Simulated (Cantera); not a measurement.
Input: 1 mol NaCl, 45 mol H2.

These are equilibrium values from Cantera (NASA tables, ideal gas, pure condensed phases), not measurements of a reactor. Candidate condensed phases: Na, NaCl; 10 gas species. Kinetics and transport are ignored.

Stable condensed phases, one row left out:

```
T in K \ P in Pa
           0.10   0.72    5.2     37    270   1900  14000 100000
   1673       A      A      A      A      A      A      A      A
   1573       A      A      A      A      A      A      A      A
   1473       A      A      A      A      A      A      A      A
   1373       A      A      A      A      A      A      A      A
   1273       A      A      A      A      A      A      A      B
   1173       A      A      A      A      A      A      A      B
   1073       A      A      A      A      A      A      B      B
    873       A      A      A      B      B      B      B      B
    773       A      B      B      B      B      B      B      B
```

A: gas only; B: NaCl.

Give the row for 973 K.

0.10: gas only; 0.72: gas only; 5.2: gas only; 37: gas only; 270: NaCl; 1900: NaCl; 14000: NaCl; 100000: NaCl.
